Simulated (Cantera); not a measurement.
A jet of CH4 : O2 : N2 = 0.04 : 0.075 : 0.79 (molar parts), equivalence ratio 1.1 at 300 K and 18.8 Torr hits a platinum plate 2.3 cm away at a mass flux of 0.14 kg/m²/s; the plate temperature is set and raised in steps from an oxygen-covered start.

Computed with Cantera and Deutschmann's 1995 Pt surface mechanism with GRI-Mech 3.0 gas chemistry. Catalytic surfaces can have several steady states; this one follows from the mechanism file's or the stated starting coverage.

One state of this run: wall x CH4 = 0.0309; wall x O2 = 0.0545; wall x H2O = 0.0248; wall x OH = 3.09e-7; wall x CO = 3.05e-5; wall x CO2 = 0.0163; θ free Pt = 0.478; θ O* = 0.522. x: mole fraction at the wall; θ: surface coverage.

Question: Which value of plate T (K) does it belong to?
(A) 1000
(B) 1200
(C) 850
(D) 900

Answer: A, 1000
